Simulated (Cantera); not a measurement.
A Cantera script and its output.

```python
import numpy as np
import cantera as ct

gas = ct.Solution("gri30.yaml")
gas.TPX = 898, 900000, {'CO': 0.0072, 'O2': 0.041, 'H2O': 0.00027, 'N2': 1}
reactor = ct.IdealGasConstPressureReactor(gas, energy="off", clone=False)
net = ct.ReactorNet([reactor])
net.rtol, net.atol = 1e-08, 1e-18
show = ['CO', 'O2', 'H2O', 'O', 'NO', 'H2']
times = np.geomspace(4e-05, 30, 13)

steps = ct.SolutionArray(gas, extra=["t"])
rows = []
print(f"{'t/s':>10s}{'T/K':>9s}{'P/Pa':>11s}" + "".join(f"{s:>11s}" for s in show))
for t in times:
    while net.time < t:
        t_next = net.step()
        steps.append(gas.state, t=t_next)
    rows.append([np.interp(t, steps.t, y) for y in (steps.T, steps.P, *steps(*show).X.T)])
    print(f"{t:10.3e}{rows[-1][0]:9.1f}{rows[-1][1]:11.4g}" + "".join(f"{x:11.3e}" for x in rows[-1][2:]))
rate = np.gradient(steps.T, steps.t)
print("integrator steps:", len(steps.t))
if steps.T.max() > steps.T[0] + 200:
    print(f"time of steepest temperature rise: {steps.t[rate.argmax()]:.4e} s")
gas.TPX = 898, 900000, {'CO': 0.0072, 'O2': 0.041, 'H2O': 0.00027, 'N2': 1}
gas.equilibrate("TP")
print(f"equilibrium (TP): T = {gas.T:.1f} K  " + "  ".join(f"{s} {gas[s].X[0]:.3e}" for s in show))
```

Output:

```
       t/s      T/K       P/Pa         CO         O2        H2O          O         NO         H2
 4.000e-05    898.0      9e+05  6.867e-03  3.910e-02  2.575e-04  7.091e-12  1.422e-24  5.183e-20
 1.235e-04    898.0      9e+05  6.867e-03  3.910e-02  2.575e-04  1.937e-11  1.275e-23  5.673e-19
 3.813e-04    898.0      9e+05  6.867e-03  3.910e-02  2.575e-04  4.237e-11  9.954e-23  4.705e-18
 1.177e-03    898.0      9e+05  6.867e-03  3.910e-02  2.575e-04  5.984e-11  6.143e-22  2.840e-17
 3.634e-03    898.0      9e+05  6.867e-03  3.910e-02  2.575e-04  6.154e-11  3.253e-21  1.366e-16
 1.122e-02    898.0      9e+05  6.867e-03  3.910e-02  2.575e-04  6.160e-11  2.009e-20  7.322e-16
 3.464e-02    898.0      9e+05  6.867e-03  3.910e-02  2.575e-04  6.178e-11  1.567e-19  5.077e-15
 1.069e-01    898.0      9e+05  6.867e-03  3.910e-02  2.575e-04  6.234e-11  1.395e-18  4.316e-14
 3.302e-01    898.0      9e+05  6.867e-03  3.910e-02  2.575e-04  6.410e-11  1.291e-17  4.203e-13
 1.019e+00    898.0      9e+05  6.866e-03  3.910e-02  2.575e-04  6.972e-11  1.000e-16  4.767e-12
 3.147e+00    898.0      9e+05  6.857e-03  3.910e-02  2.575e-04  8.732e-11  2.926e-16  6.947e-11
 9.717e+00    898.0      9e+05  6.788e-03  3.907e-02  2.575e-04  1.205e-10  8.893e-16  1.013e-09
 3.000e+01    898.0      9e+05  6.490e-03  3.892e-02  2.575e-04  1.291e-10  5.381e-15  5.961e-09
integrator steps: 332
equilibrium (TP): T = 898.0 K  CO 1.562e-14  O2 3.579e-02  H2O 2.584e-04  O 3.170e-13  NO 4.107e-06  H2 1.362e-15
```

Cantera simulation using GRI-Mech 3.0 (53 species, 325 reactions); the numbers are that mechanism's predictions, not measurements.
